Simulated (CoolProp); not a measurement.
The numbers come from the reference Helmholtz-energy equation of state, Tillner-Roth 1997 in CoolProp.

Question: For CH2F2 (R32), give the phase and the Z, cp (kJ/(kg K)), speed of sound (m/s), isothermal compressibility (1/MPa) at 89.35 °C and 95.9 bar; 37.45 °C and 104 bar; 10.65 °C and 341 bar.

Answer: 
- 89.35 °C and 95.9 bar: supercritical; Z 0.249, cp 3.16, speed of sound 285, isothermal compressibility 0.0553
- 37.45 °C and 104 bar: liquid; Z 0.218, cp 1.83, speed of sound 591, isothermal compressibility 0.00567
- 10.65 °C and 341 bar: liquid; Z 0.673, cp 1.57, speed of sound 874, isothermal compressibility 0.00193
